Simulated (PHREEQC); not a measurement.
A PHREEQC input (ion-association model, phreeqc.dat):

```
SOLUTION 1
  temp 25
  units mg/L
  pH 12.5
  pe 12.5
  Na 144
  K 3.43
  Ca 425
  Mg 65
  Cl 462
  S(6) 898 as SO4
  Alkalinity 97.2 as HCO3
  Li 0.0516
  B 3.21
END
USE solution 1
EQUILIBRIUM_PHASES 1
  Quartz 0 0.5
  CO2(g) -2 10
END
```

It stops with these messages:

```
WARNING: Maximum iterations exceeded, 100
WARNING: Maximum iterations exceeded, 100
WARNING: The program has failed to converge to a numerical solution.
ERROR:           Alkalinity has not converged. Total: 1.597154e-03	Calculated: 2.754923e-04	Residual: 1.321661e-03
ERROR: Is non-carbonate alkalinity greater than total alkalinity?
ERROR:                    B has not converged. Total: 2.977320e-04	Calculated: 2.742452e-04	Residual: 2.348686e-05
ERROR:                   Ca has not converged. Total: 1.063182e-02	Calculated: 4.415114e-03	Residual: 6.216701e-03
ERROR:                   Cl has not converged. Total: 1.306578e-02	Calculated: 1.484739e-02	Residual: -1.781615e-03
ERROR:                    K has not converged. Total: 8.795111e-05	Calculated: 1.011541e-04	Residual: -1.320303e-05
ERROR:                   Li has not converged. Total: 7.455882e-06	Calculated: 8.442258e-06	Residual: -9.863763e-07
ERROR:                   Mg has not converged. Total: 2.680642e-03	Calculated: 3.653021e-04	Residual: 2.315340e-03
ERROR:                   Na has not converged. Total: 6.280200e-03	Calculated: 7.211743e-03	Residual: -9.315427e-04
ERROR:                 S(6) has not converged. Total: 9.372638e-03	Calculated: 4.546895e-03	Residual: 4.825743e-03
ERROR:               A(H2O) Activity of water has not converged. 	Residual: 1.600055e+01
ERROR: Model failed to converge for initial solution  1.
```

Task: What went wrong, and how is it mended?

Result: The fault: pH typed as 12.5 with the alkalinity kept. The line should read `pH 6.59` where the input has `pH 12.5`. With the mend the run ends at pH 6.92 and ionic strength 0.0439 mol/kgw.
